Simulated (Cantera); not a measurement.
Feed: 1 mol SiCl₄, 0.058 mol O₂, 34 mol N₂, at 973.15 K and 81.0 mbar.

Cantera equilibrium calculation (NASA polynomials, part measured and part estimated; ideal gas, pure solids and liquids). Candidate condensed phases: Si, SiO₂, Si₂N₂O, Si₃N₄; 23 gas species. Equilibrium is a limit: real reactors are often held back by kinetics, nucleation or transport.

Base state: N₂ 0.970, SiCl₄ 0.0269, Cl₂ 0.00328, Cl 5.18e-5 (mole fractions); condensed: SiO₂(β-quartz).

**Question.** What changes in the equilibrium state with this change: temperature from 973.15 K to 1550 K?

**Answer.** 
| species | before | after |
|---|---|---|
| N₂ | 0.970 | 0.967 |
| SiCl₄ | 0.0269 | 0.0265 |
| Cl | 5.18e-5 | 0.00599 |
| Cl₂ | 0.00328 | 0.000444 |
| SiCl₃ | <1e-9 | 0.000270 |
| SiO₂(β-quartz), mol | 0.0580 | 0.0580 |
The tables' values for SiCl₃ are old estimates; treat these amounts as uncertain. The tables hold silica as quartz up to 1696 K and as liquid above; real silica turns to tridymite and cristobalite and melts near 1996 K.

**Question.** What changes in the equilibrium state with this change: O₂ from 0.058 to 0.074 mol?

**Answer.** 
```json
[
 {"species": "N₂", "before": "0.970", "after": "0.969"},
 {"species": "SiCl₄", "before": "0.0269", "after": "0.0264"},
 {"species": "Cl₂", "before": "0.00328", "after": "0.00419"},
 {"species": "Cl", "before": "5.18e-5", "after": "5.85e-5"},
 {"species": "SiO₂(β-quartz), mol", "before": "0.0580", "after": "0.0740"}
]
```

**Question.** What changes in the equilibrium state with this change: SiCl₄ replaced by TEOS?

**Answer.** 
```tsv
species	before	after
N₂	0.970	0.738
H₂	0	0.216
CO	0	0.0451
SiCl₄	0.0269	0
Cl₂	0.00328	0
H₂O	0	0.000489
CH₄	0	0.000483
CO₂	0	0.000165
SiO₂(β-quartz), mol	0.0580	1.00
C(graphite), mol	0	5.89
```
The feed counts by its element totals alone. Further candidate phases: C, C₆H₆, C₇H₈, C₈H₁₈, H₂O, SiC.
